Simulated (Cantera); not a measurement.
Feed: 1 mol C3H8, 0.54 mol NH3, at 750 Torr.

Equilibrium computed with Cantera from the NASA thermochemical tables; the gas is ideal and each condensed phase is pure. Candidate condensed phases: C, C6H6, C7H8, C8H18; 92 gas species. The numbers say what is thermodynamically allowed, not how fast it happens. All values below are at 1998 K.

Base state: H2 0.942, N2 0.0514, HCN 0.00322, H 0.00156, C2H2 (acetylene) 0.000714, CH4 0.000379, HNC 0.000182, CH3 1.24e-5 (mole fractions); condensed: C(graphite).

Problem. What changes in the equilibrium state with this change: NH3 from 0.54 to 2.6 mol?

Solution. 
```json
[
 {"species": "H2", "before": "0.942", "after": "0.854"},
 {"species": "N2", "before": "0.0514", "after": "0.139"},
 {"species": "HCN", "before": "0.00322", "after": "0.00503"},
 {"species": "HNC", "before": "0.000182", "after": "0.000285"},
 {"species": "CH4", "before": "0.000379", "after": "0.000311"},
 {"species": "CH3", "before": "1.24e-5", "after": "1.07e-5"},
 {"species": "C2H2 (acetylene)", "before": "0.000714", "after": "0.000647"},
 {"species": "H", "before": "0.00156", "after": "0.00148"},
 {"species": "C(graphite), mol", "before": "2.97", "after": "2.94"}
]
```
